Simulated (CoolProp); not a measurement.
m-xylene along the isobar 4.24 MPa: density (kg/m³) from the reference equation and from simpler models built on Tc = 343.7 °C, pc = 3.535 MPa, ω = 0.326; each cubic takes its own stable root.

Computed with CoolProp (reference Helmholtz-energy equation of state, Zhou 2012).

```tsv
T (°C)	phase	reference	Redlich-Kwong	Soave-Redlich-Kwong
209.45	liquid	689.5	569.2	597.8
213.55	liquid	684.8	564.7	593.1
217.65	liquid	680.1	560.1	588.4
221.75	liquid	675.3	555.4	583.6
225.85	liquid	670.4	550.6	578.7
230.05	liquid	665.4	545.6	573.6
234.15	liquid	660.3	540.7	568.5
238.25	liquid	655.2	535.7	563.2
242.35	liquid	650.0	530.5	557.9
246.55	liquid	644.5	525.2	552.2
250.65	liquid	639.1	519.9	546.6
254.75	liquid	633.6	514.4	540.8
258.85	liquid	627.9	508.9	534.9
262.95	liquid	622.1	503.2	528.8
267.15	liquid	616.0	497.3	522.4
271.25	liquid	609.8	491.3	516.0
```
